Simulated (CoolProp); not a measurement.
Computed with CoolProp (reference Helmholtz-energy equation of state, Polt 1992). This equation is an older, rougher fit; its heat capacities, sound speeds and derivatives of the liquid may be far off and weren't checked against measurements.

### Question
Give the vapour pressure (MPa), liquid density (kg/m³), vapour density (kg/m³), enthalpy of vaporisation (kJ/kg) of saturated cyclopropane at 296 K.

### Answer
```csv
T (K),p (MPa),liquid density (kg/m³),vapour density (kg/m³),enthalpy of vaporisation (kJ/kg)
296,0.683,622,13.4,406
```
